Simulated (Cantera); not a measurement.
Input (Python, Cantera):

```python
import numpy as np
import cantera as ct

gas = ct.Solution("gri30.yaml", transport_model="mixture-averaged")
show = ['CH3', 'NH3', 'O']

rows = []
print(f"{'T/K':>7s}{'rho':>11s}{'cp':>10s}{'mu':>11s}{'lambda':>11s}{'Pr':>7s}" + "".join(f"{'D_' + s:>11s}" for s in show))
for T in [400, 650, 900, 1150, 1400, 1650, 1900]:
    gas.TPX = T, 101325, {'O2': 0.21}
    Pr = gas.cp_mass * gas.viscosity / gas.thermal_conductivity
    D = [gas.mix_diff_coeffs_mole[gas.species_index(s)] for s in show]
    rows.append([gas.density, gas.cp_mass, gas.viscosity, gas.thermal_conductivity, Pr, *D])
    print(f"{T:7g}{gas.density:11.4e}{gas.cp_mass:10.1f}{gas.viscosity:11.4e}"
          f"{gas.thermal_conductivity:11.4e}{Pr:7.3f}" + "".join(f"{d:11.4e}" for d in D))
print("SI units: kg/m3, J/kg/K, Pa s, W/m/K, m2/s")
```

Result:

```
    T/K        rho        cp         mu     lambda     Pr      D_CH3      D_NH3        D_O
    400 9.7487e-01     941.4 2.5629e-05 3.3852e-02  0.713 3.7853e-05 3.8535e-05 5.4341e-05
    650 5.9992e-01    1017.4 3.5981e-05 5.1624e-02  0.709 8.7556e-05 9.3779e-05 1.2399e-04
    900 4.3327e-01    1073.7 4.4705e-05 6.7643e-02  0.710 1.5178e-04 1.6633e-04 2.1383e-04
   1150 3.3908e-01    1108.6 5.2496e-05 8.2174e-02  0.708 2.2884e-04 2.5380e-04 3.2160e-04
   1400 2.7853e-01    1134.2 5.9661e-05 9.5657e-02  0.707 3.1764e-04 3.5469e-04 4.4582e-04
   1650 2.3633e-01    1155.4 6.6364e-05 1.0843e-01  0.707 4.1741e-04 4.6801e-04 5.8543e-04
   1900 2.0524e-01    1174.1 7.2707e-05 1.2073e-01  0.707 5.2753e-04 5.9304e-04 7.3957e-04
SI units: kg/m3, J/kg/K, Pa s, W/m/K, m2/s
```

Detailed kinetics in Cantera: GRI-Mech 3.0 (53 species, 325 reactions).
